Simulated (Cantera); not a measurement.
An isothermal, constant-pressure homogeneous reactor starts with NO : N2 = 1 : 0.14 (molar parts), at 1600 K and 1.00 bar.

Cantera simulation using GRI-Mech 3.0 (53 species, 325 reactions); the numbers are that mechanism's predictions, not measurements.

### Question
Predict: x(NO) at 2.00 s; x(O2) at 2.00 s; x(N2O) at 2.00 s; x(NO2) at 2.00 s; x(O) at 2.00 s.

### Answer
```
Property                                            Result
----------------  ----------------------------------------
x(NO) at 2.00 s      0.790 (gas-phase equilibrium 0.00237)
x(O2) at 2.00 s       0.0422 (gas-phase equilibrium 0.437)
x(N2O) at 2.00 s  0.000226 (gas-phase equilibrium 1.19e-7)
x(NO2) at 2.00 s   0.00149 (gas-phase equilibrium 1.37e-5)
x(O) at 2.00 s     3.27e-6 (gas-phase equilibrium 9.65e-6)
```
